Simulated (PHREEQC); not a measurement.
## Hard or scaling water: speciation

Consider water at 85 °C with 0.00011 mol CaSO4, 0.00017 mol NaF and 1.3e-05 mol (NH4)2HPO4 per kg of water. Closed to the air; pH follows from the charge balance.

The numbers come from PHREEQC with the ion-association model, phreeqc.dat.

Precipitation was switched off in this run.

Estimate the pH, specific conductance.

pH 6.97; specific conductance 131 µS/cm.

In which forms is P present?

H2PO4- 51 %, HPO4-2 43 %, CaHPO4 5.0 % of the P.

At this temperature some constants are extrapolated from 25 °C, and those without enthalpy data are left unchanged.
